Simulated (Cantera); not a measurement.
# Stirred combustor or abatement burner

A perfectly stirred reactor is fed with CH₄ : C₂H₆ : C₃H₈ : O₂ : N₂ : H₂O = 1 : 1.1 : 0.089 : 6.63 : 24.9 : 2.7 (molar parts), at 100000 Pa; it is adiabatic with a 523 K inlet, and is followed from long to short residence time, starting on the burning branch (τ in s: 0.31, 0.13, 0.057, 0.024, 0.01, 0.0044, 0.0019, 0.0008, 0.00034, 0.00015, 6.2e-05, 2.6e-05, 1.1e-05).

Model: GRI-Mech 3.0 (53 species, 325 reactions), integrated in Cantera.

| τ (s) | T (K) | x CH₄ | x C₂H₆ | x C₃H₈ | x CH₂ | x NO | x N₂O | x HO₂ |
|---|---|---|---|---|---|---|---|---|
| 0.31 | 2218 | 4.72e-7 | 4.20e-8 | 3.91e-9 | 3.92e-8 | 0.00166 | 1.52e-7 | 1.10e-6 |
| 0.13 | 2213 | 1.02e-6 | 9.89e-8 | 9.09e-9 | 8.83e-8 | 0.00114 | 1.55e-7 | 1.18e-6 |
| 0.057 | 2202 | 2.01e-6 | 2.22e-7 | 1.99e-8 | 1.82e-7 | 0.000751 | 1.57e-7 | 1.32e-6 |
| 0.024 | 2182 | 3.79e-6 | 5.10e-7 | 4.40e-8 | 3.62e-7 | 0.000475 | 1.58e-7 | 1.61e-6 |
| 0.010 | 2150 | 6.90e-6 | 1.16e-6 | 9.42e-8 | 6.74e-7 | 0.000302 | 1.55e-7 | 2.16e-6 |
| 0.0044 | 2109 | 1.22e-5 | 2.43e-6 | 1.86e-7 | 1.15e-6 | 0.000200 | 1.47e-7 | 3.04e-6 |
| 0.0019 | 2058 | 2.26e-5 | 5.11e-6 | 3.68e-7 | 1.94e-6 | 0.000134 | 1.37e-7 | 4.46e-6 |
| 0.00080 | 1997 | 4.55e-5 | 1.10e-5 | 7.56e-7 | 3.30e-6 | 8.94e-5 | 1.26e-7 | 6.63e-6 |
| 0.00034 | 1932 | 9.95e-5 | 2.45e-5 | 1.63e-6 | 5.75e-6 | 5.89e-5 | 1.16e-7 | 9.91e-6 |
| 0.00015 | 1860 | 0.000244 | 5.92e-5 | 3.85e-6 | 1.07e-5 | 3.66e-5 | 1.06e-7 | 1.58e-5 |
| 6.2e-5 | 523 | 0.0275 | 0.0302 | 0.00244 | <1e-12 | <1e-12 | <1e-12 | <1e-12 |
| 2.6e-5 | 523 | 0.0275 | 0.0302 | 0.00244 | <1e-12 | <1e-12 | <1e-12 | <1e-12 |
| 1.1e-5 | 523 | 0.0275 | 0.0302 | 0.00244 | <1e-12 | <1e-12 | <1e-12 | <1e-12 |
x: mole fraction; the columns are a selection and need not sum to one.
